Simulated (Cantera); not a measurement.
Cantera run:

```python
import numpy as np
import cantera as ct

gas_names = """
    CL CL2 H HCL H2 Si SiCL SiCL2 SiCL3 SiCL4 SiH SiHCL3 SiH2 SiH2CL2 SiH3 SiH3CL SiH4 Si2 Si3
""".split()
cond_names = """
    Si(cr) Si(L)
""".split()


# ... load() reads the species with a 1 bar reference pressure and builds the phases ...
atoms = {
    'Si2Cl6': {'Si': 2, 'CL': 6},
    'Cl2': {'CL': 2},
    'H2': {'H': 2},
}
top_T = {}  # K; cautious upper limits of use, not melting points


# ... equilibrate(T, P, feed) seeds the gas with the atoms and calls Mixture.equilibrate('TP', solver="vcs", rtol=1e-11, max_steps=5000) ...
results = []
T = 873  # K
P = 10000  # Pa
for m in [42, 55, 72, 94, 120, 160, 210, 280, 360, 470]:
    feed = {'Si2Cl6': 1, 'Cl2': 0.017, 'H2': m}  # mol
    mix = equilibrate(T, P, feed)
    results.append((T, P, feed, dict(zip(mix.species_names, mix.species_moles))))

top = {s: max(r[3][s] / sum(r[3][g] for g in gas_names) for r in results) for s in gas_names}
cols = sorted((s for s in top if top[s] > 1e-05), key=lambda s: -top[s])[:7]
seen = [c for c in cond_names if any(r[3].get(c, 0) > 1e-12 for r in results)]
print("log10 of partial pressures in bar; condensed amounts in mol")
print(f"{'n(H2)':>10s}" + "".join(f"{s[:9]:>10s}" for s in cols + seen))
for T, P, feed, n in results:
    ng = sum(n[g] for g in gas_names)
    print(f"{feed['H2']:10.4g}" + "".join(f"{np.log10(max(n[s] / ng * P / 1e5, 1e-99)):10.3f}" for s in cols)
          + "".join(f"{n.get(c, 0):10.4g}" for c in seen))
```

It prints:

```
log10 of partial pressures in bar; condensed amounts in mol
     n(H2)        H2     SiCL4    SiHCL3       HCL   SiH2CL2     SiCL3     SiCL2    Si(cr)
        42    -1.018    -2.610    -2.931    -3.366    -4.292    -4.996    -5.612    0.3981
        55    -1.014    -2.737    -3.024    -3.396    -4.352    -5.090    -5.675    0.4002
        72    -1.011    -2.865    -3.119    -3.427    -4.413    -5.187    -5.739    0.4043
        94    -1.009    -2.994    -3.214    -3.458    -4.475    -5.283    -5.804    0.4107
       120    -1.007    -3.114    -3.303    -3.487    -4.533    -5.373    -5.864    0.4192
       160    -1.006    -3.258    -3.411    -3.522    -4.604    -5.481    -5.936    0.4332
       210    -1.004    -3.397    -3.514    -3.556    -4.672    -5.585    -6.005    0.4511
       280    -1.003    -3.547    -3.626    -3.593    -4.746    -5.698    -6.080    0.4761
       360    -1.003    -3.681    -3.727    -3.627    -4.813    -5.799    -6.147    0.5042
       470    -1.002    -3.828    -3.837    -3.663    -4.885    -5.909    -6.221    0.5414
```

Equilibrium computed with Cantera from the NASA thermochemical tables; the gas is ideal and each condensed phase is pure. The feed counts by its element totals alone. The tables' values for SiCl3 are old estimates; treat these amounts as uncertain.
